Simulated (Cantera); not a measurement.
Input (Python, Cantera):

```python
import numpy as np
import cantera as ct

gas = ct.Solution("gri30.yaml")


def delay(T, t_max=10):
    gas.TPX = T, 240000, {'CH4': 1, 'O2': 3.12, 'N2': 11.8}
    reactor = ct.IdealGasConstPressureReactor(gas, clone=False)
    net = ct.ReactorNet([reactor])
    net.rtol, net.atol = 1e-8, 1e-16
    while net.time < t_max:
        t_old, T_old = net.time, reactor.T
        net.step()
        if reactor.T > T + 400:  # ignition: a rise of 400 K
            return t_old + (T + 400 - T_old) / (reactor.T - T_old) * (net.time - t_old)
    return np.nan


taus = []
for T in [1275, 1325, 1375, 1425, 1475, 1525, 1575, 1625, 1675]:
    taus.append(delay(T))
    print(f"T0 = {T:6g} K   tau = {taus[-1]:.4e} s")
```

It prints:

```
T0 =   1275 K   tau = 6.2298e-03 s
T0 =   1325 K   tau = 3.3741e-03 s
T0 =   1375 K   tau = 1.8869e-03 s
T0 =   1425 K   tau = 1.0896e-03 s
T0 =   1475 K   tau = 6.5027e-04 s
T0 =   1525 K   tau = 4.0144e-04 s
T0 =   1575 K   tau = 2.5646e-04 s
T0 =   1625 K   tau = 1.6942e-04 s
T0 =   1675 K   tau = 1.1552e-04 s
```

Detailed kinetics in Cantera: GRI-Mech 3.0 (53 species, 325 reactions).
